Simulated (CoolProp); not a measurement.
Toluene at several states: Z from the reference equation and from simpler models built on Tc = 591.7 K, pc = 4126 kPa, ω = 0.266; each cubic takes its own stable root.

Computed with CoolProp (reference Helmholtz-energy equation of state, Lemmon 2006). It is a short technical equation, of lower accuracy than the large ones.

```csv
T (K),p (kPa),phase,reference
371.9,64,gas,0.9717
308.2,2970,liquid,0.1249
419.1,27.8,gas,0.9921
230.1,346,liquid,0.01801
529.7,4650,liquid,0.1599
```

Q: How far does each simpler model (Redlich-Kwong, Soave-Redlich-Kwong, Peng-Robinson) lie from the reference over these 5 states: mean and median of the absolute difference, and the worst?

A: 
- Redlich-Kwong: mean 10.5 %, median 14.6 %, worst +20.9 % at 529.7 K and 4650 kPa
- Soave-Redlich-Kwong: mean 8.7 %, median 12.0 %, worst +16.1 % at 529.7 K and 4650 kPa
- Peng-Robinson: mean 1.2 %, median 0.6 %, worst +2.8 % at 529.7 K and 4650 kPa
